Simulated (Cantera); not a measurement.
Pyrogenic steam for wet oxidation

An isothermal, constant-pressure homogeneous reactor starts with H₂ : O₂ : N₂ = 1.3 : 1 : 19 (molar parts), equivalence ratio 0.65, at 1300 K and 100.0 Torr.

Model: GRI-Mech 3.0 (53 species, 325 reactions), integrated in Cantera. The temperature is held fixed by assumption; the heat of reaction is taken as removed at once.

```
t (s)         x H₂    x O₂    x H₂O₂    x HO₂     x NO     x N₂O
--------  --------  ------  --------  -------  -------  --------
5.00e-5     0.0610  0.0469  2.00e-11  7.56e-9   <1e-12    <1e-12
0.000137    0.0610  0.0469  1.41e-10  2.14e-8   <1e-12    <1e-12
0.000376    0.0610  0.0469   1.91e-9  2.93e-7   <1e-12  2.47e-12
0.00103    0.00724  0.0224   1.65e-7  1.43e-6  1.31e-6   1.05e-8
0.00282    0.00577  0.0207   1.89e-7  1.38e-6  6.93e-6   1.28e-8
0.00774    0.00323  0.0184   2.12e-7  1.26e-6  1.10e-5   1.65e-8
0.0212    0.000882  0.0171   1.64e-7  1.02e-6  1.20e-5   2.79e-8
0.0581    0.000118  0.0169   5.71e-8  4.55e-7  1.20e-5   4.85e-8
0.159      1.53e-5  0.0169   1.32e-8  9.48e-8  1.20e-5   6.31e-8
0.437      2.95e-6  0.0169   3.30e-9  2.06e-8  1.20e-5   6.69e-8
1.20       7.77e-7  0.0169  9.86e-10  6.23e-9  1.20e-5   5.86e-8
3.28       2.62e-7  0.0169  3.55e-10  3.17e-9  1.20e-5   3.48e-8
9.00       1.33e-7  0.0169  1.87e-10  2.73e-9  1.20e-5   9.25e-9
```
x: mole fraction; the columns are a selection and need not sum to one.

Equilibrium at this temperature and pressure: H₂ 1.16e-7, O₂ 0.0169, H₂O₂ 1.64e-10, HO₂ 2.71e-9, NO 0.000122, N₂O 3.19e-9 (gas phase only).
